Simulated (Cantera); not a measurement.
What does this Cantera script print?

```python
import numpy as np
import cantera as ct

gas_names = [...]  # 45 gases of nasa_gas.yaml made of Al, Cl, H, N, O
cond_names = """
    AL(cr) AL(L) ALCL3(s) ALCL3(L) ALN(s) AL2O3(a) AL2O3(L) H2O(s) H2O(L) NH4CL(a) NH4CL(b)
""".split()


# ... load() reads the species with a 1 bar reference pressure and builds the phases ...
atoms = {
    'AlCl3': {'AL': 1, 'CL': 3},
    'HCl': {'H': 1, 'CL': 1},
    'N2': {'N': 2},
    'O2': {'O': 2},
}
top_T = {'ALN(s)': 2750}  # K; cautious upper limits of use, not melting points


# ... equilibrate(T, P, feed) seeds the gas with the atoms and calls Mixture.equilibrate('TP', solver="vcs", rtol=1e-11, max_steps=5000) ...
results = []
feed = {'AlCl3': 1, 'HCl': 0.95, 'N2': 50, 'O2': 5.9}  # mol
T = 1848  # K
P = 11000  # Pa
mix = equilibrate(T, P, feed)
results.append((T, P, feed, dict(zip(mix.species_names, mix.species_moles))))
x = sorted(zip(gas.X, gas.species_names), reverse=True)
print(f"T = {T:g} K  P = {P:g} Pa  gas = {mix.phase_moles(0):.4g} mol")
print("   x: " + "  ".join(f"{s} {v:.3e}" for v, s in x if v > 1e-05))
print("   condensed (mol): " + ("  ".join(f"{mix.phase(i).name} {mix.phase_moles(i):.4g}"
      for i in range(1, mix.n_phases) if mix.phase_moles(i) > 1e-12) or "none"))
```

Result:

```
T = 1848 K  P = 11000 Pa  gas = 59.01 mol
   x: N2 8.457e-01  O2 8.542e-02  CL 4.789e-02  HCL 1.567e-02  NO 3.219e-03  CL2 1.628e-03  H2O 1.841e-04  O 1.669e-04  CLO 7.920e-05  OH 5.444e-05  ALCL3 1.116e-05
   condensed (mol): AL2O3(a) 0.4996
```

Cantera equilibrium calculation (NASA polynomials, part measured and part estimated; ideal gas, pure solids and liquids).
